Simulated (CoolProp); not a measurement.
Aqueous magnesium chloride as a coolant, 17 % by mass, freezing at -21.0 °C, 1 atm.

Model: Melinder's fits for secondary coolants, in CoolProp.

```
T (°C)  cp (kJ/(kg K))  Prandtl number  density (kg/m³)  viscosity (mPa s)
------  --------------  --------------  ---------------  -----------------
-19.8            3.143            51.9              [?]               8.08
-13.8            3.160            40.6             1156                [?]
-7.7             3.176            32.1             1155               5.14
-1.6             3.192            25.7             1154               4.18
4.5              3.208            20.8             1152               3.44
10.5             3.224            17.0             1150               2.86
16.6             3.239            14.0             1148               2.38
22.7             3.255            11.5             1145               1.99
28.7             3.270            9.53             1143               1.66
34.8             3.286            7.85              [?]               1.39
```

Q: Fill in the missing entries.

A: 
- -19.8, density (kg/m³): 1157
- -13.8, viscosity (mPa s): 6.41
- 34.8, density (kg/m³): 1140
